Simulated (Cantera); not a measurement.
An adiabatic, constant-volume homogeneous reactor starts with 3.43 % CH4, 4.12 % H2, 19.4 % O2, 73.1 % N2, at 1375 K and 1.00 bar.

Cantera simulation using GRI-Mech 3.0 (53 species, 325 reactions); the numbers are that mechanism's predictions, not measurements.

Q: Predict: time of steepest temperature rise; temperature at 2.00 s; equilibrium temperature; x(H2) at 2.00 s; x(O2) at 2.00 s; x(CO2) at 2.00 s.

A: 
| Property | Value |
|---|---|
| time of steepest temperature rise | 0.132 ms |
| temperature at 2.00 s | 2484 K |
| equilibrium temperature | 2484 K |
| x(H2) at 2.00 s | 0.00139 (gas-phase equilibrium 0.00139) |
| x(O2) at 2.00 s | 0.0969 (gas-phase equilibrium 0.0969) |
| x(CO2) at 2.00 s | 0.0322 (gas-phase equilibrium 0.0322) |
